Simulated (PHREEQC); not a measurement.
Solution (25 °C): 0.0018 mol KH2PO4 and 4.7e-05 mol KOH per kg of water. Closed to the air; pH follows from the charge balance.

Equilibrium calculation in PHREEQC: ion-association model, phreeqc.dat.

The ionic strength comes out as 0.00190 mol/kgw. What activity coefficients do H2PO4-, K+, HPO4-2, H+ get?

H2PO4- 0.95, K+ 0.95, HPO4-2 0.83, H+ 0.95.

Precipitation was switched off in this run.
